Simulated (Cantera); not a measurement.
Input (Python, Cantera):

```python
import numpy as np
import cantera as ct

gas = ct.Solution("h2o2.yaml")
gas.TPX = 1200, 1300, {'H2': 0.019, 'O2': 1}
reactor = ct.IdealGasConstPressureReactor(gas, energy="off", clone=False)
net = ct.ReactorNet([reactor])
net.rtol, net.atol = 1e-08, 1e-18
show = ['H2', 'O2', 'OH', 'H', 'HO2', 'H2O']
times = np.geomspace(1e-06, 2, 10)

steps = ct.SolutionArray(gas, extra=["t"])
rows = []
print(f"{'t/s':>10s}{'T/K':>9s}{'P/Pa':>11s}" + "".join(f"{s:>11s}" for s in show))
for t in times:
    while net.time < t:
        t_next = net.step()
        steps.append(gas.state, t=t_next)
    rows.append([np.interp(t, steps.t, y) for y in (steps.T, steps.P, *steps(*show).X.T)])
    print(f"{t:10.3e}{rows[-1][0]:9.1f}{rows[-1][1]:11.4g}" + "".join(f"{x:11.3e}" for x in rows[-1][2:]))
rate = np.gradient(steps.T, steps.t)
print("integrator steps:", len(steps.t))
if steps.T.max() > steps.T[0] + 200:
    print(f"time of steepest temperature rise: {steps.t[rate.argmax()]:.4e} s")
gas.TPX = 1200, 1300, {'H2': 0.019, 'O2': 1}
gas.equilibrate("TP")
print(f"equilibrium (TP): T = {gas.T:.1f} K  " + "  ".join(f"{s} {gas[s].X[0]:.3e}" for s in show))
```

Result:

```
       t/s      T/K       P/Pa         H2         O2         OH          H        HO2        H2O
 1.000e-06   1200.0       1300  1.865e-02  9.814e-01  1.868e-13  1.620e-11  1.639e-11  3.560e-16
 5.013e-06   1200.0       1300  1.865e-02  9.814e-01  4.526e-12  7.764e-11  8.216e-11  4.253e-14
 2.513e-05   1200.0       1300  1.865e-02  9.814e-01  9.628e-11  3.178e-10  4.121e-10  4.728e-12
 1.260e-04   1200.0       1300  1.865e-02  9.814e-01  1.346e-09  9.189e-10  2.068e-09  3.704e-10
 6.316e-04   1200.0       1300  1.865e-02  9.814e-01  2.000e-08  6.314e-09  1.043e-08  2.388e-08
 3.166e-03   1200.0       1300  1.848e-02  9.812e-01  6.865e-05  2.019e-05  3.499e-07  1.214e-04
 1.587e-02   1200.0       1300  1.301e-04  9.663e-01  1.364e-03  1.226e-03  1.486e-06  1.724e-02
 7.958e-02   1200.0       1300  7.680e-05  9.726e-01  1.050e-03  5.405e-04  1.199e-06  1.786e-02
 3.989e-01   1200.0       1300  1.505e-05  9.794e-01  4.672e-04  4.576e-05  5.354e-07  1.853e-02
 2.000e+00   1200.0       1300  1.081e-06  9.810e-01  1.262e-04  8.880e-07  9.542e-08  1.875e-02
integrator steps: 1322
equilibrium (TP): T = 1200.0 K  H2 2.131e-09  O2 9.812e-01  OH 5.672e-06  H 8.043e-11  HO2 6.242e-09  H2O 1.882e-02
```

Detailed kinetics in Cantera: the H2/O2 subset of GRI-Mech 3.0, which has no nitrogen chemistry. Radical loss at walls, strong at low pressure, is not modelled.
